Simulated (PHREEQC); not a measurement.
Dissolve 1.6 mol/kgw HCl, 0.53 mol/kgw MnCl2, 2.2e-05 mol/kgw H4SiO4 and 1.4 mol/kgw H2SO4 at 25 °C. Closed to the air; pH follows from the charge balance.

Equilibrium calculation in PHREEQC: Pitzer model, pitzer.dat.

The pH comes out as -1.24. The ionic strength is 4.95 mol/kgw. The activity of water is 0.815 and the density is 1.143 g/cm³. The osmotic coefficient is 1.460 and the total alkalinity is -4400 meq/kg.

```json
[
 {"species": "H+", "molality": "3.18", "activity": "17.4", "log γ": "0.738"},
 {"species": "Cl-", "molality": "2.66", "activity": "1.57", "log γ": "-0.228"},
 {"species": "HSO4-", "molality": "1.22", "activity": "0.647", "log γ": "-0.274"},
 {"species": "Mn+2", "molality": "0.530", "activity": "0.393", "log γ": "-0.129"},
 {"species": "SO4-2", "molality": "0.182", "activity": "0.000390", "log γ": "-2.669"},
 {"species": "H4SiO4", "molality": "2.20e-5", "activity": "2.13e-5", "log γ": "-0.013"}
]
```

This is a speciation only: nothing precipitates in the calculation. Complexes and solids missing from the database can't appear. In brines, pH and single-ion activities rest on the MacInnes convention.
